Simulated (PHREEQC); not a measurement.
Solution (35 °C): 34 mmol/kgw HF, 0.11 mmol/kgw NaF, 5.8 mmol/kgw (NH4)2SiF6 and 6.1 mmol/kgw H3PO4. Closed to the air; pH follows from the charge balance.

Equilibrium calculation in PHREEQC: ion-association model, wateq4f.dat.

| Property | Value |
|---|---|
| pH | 2.23 |
| ionic strength | 0.0242 mol/kgw |
| total alkalinity | -63.3 meq/kg |

```csv
species,molality,activity,log γ
HF,0.0276,0.0277,0.002
NH4+,0.0116,0.00996,-0.066
H+,0.00665,0.00585,-0.055
SiF6-2,0.00580,0.00321,-0.257
H2PO4-,0.00333,0.00288,-0.063
F-,0.00308,0.00263,-0.068
H3PO4,0.00277,0.00279,0.002
H2F2,0.00138,0.00139,0.002
HF2-,0.000349,0.000299,-0.068
Na+,0.000110,9.46e-5,-0.065
NaF,1.42e-7,1.43e-7,0.002
HPO4-2,5.83e-8,3.22e-8,-0.257
H4SiO4,1.32e-8,1.33e-8,0.002
NH3,1.92e-9,1.92e-9,0.000
```

Precipitation was switched off in this run. H3PO4, which wateq4f.dat lacks, is added to it with the constant of phreeqc.dat. SiF6-2 is the database's only silicon fluoride.
